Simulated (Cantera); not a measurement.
## CHF3 + F2 + H2 (fluorocarbon and chlorocarbon gases)

Charge: 1 mol CHF3, 0.28 mol F2, 0.086 mol H2, equilibrated at 352 °C and 0.0248 Torr.

Cantera equilibrium calculation (NASA polynomials, part measured and part estimated; ideal gas, pure solids and liquids). Candidate condensed phases: C, C6H6, C7H8, C8H18; 95 gas species. Condensed phases not in the tables: fluorocarbon polymer. Gases not in the tables: C2F6 and larger saturated fluorocarbons. Rates play no part.

```yaml
x(HF): 0.663
x(CF4): 0.337
n(C(graphite)): 0.403 mol
gas_amount: 1.769 mol
```
